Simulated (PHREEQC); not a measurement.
3.4 g of hydrous ferric oxide (600 m²/g; 0.2 weak and 0.005 strong sites per Fe, Dzombak-Morel constants, diffuse double layer) in 1 kg of water with 0.05 mol/kgw of an inert sodium salt, at 25 °C; the pH is set by adding NaOH or the inert anion's acid. Oxygen is held at 0.21 atm. No CO2 enters from the air. No solid was allowed to form.

Equilibrium calculation in PHREEQC: ion-association model, wateq4f.dat.

```tsv
pH	surface charge σ (C/m²)	surface potential ψ (mV)
4	0.296	159
4.5	0.241	148
5	0.182	135
5.5	0.131	118
6	0.089	99
6.5	0.058	78
7	0.034	56
7.5	0.017	31
8	0.003	6
8.5	-0.010	-20
9	-0.026	-45
9.5	-0.047	-69
10	-0.074	-90
10.5	-0.112	-110
11	-0.160	-127
11.5	-0.218	-142
12	-0.283	-151
```
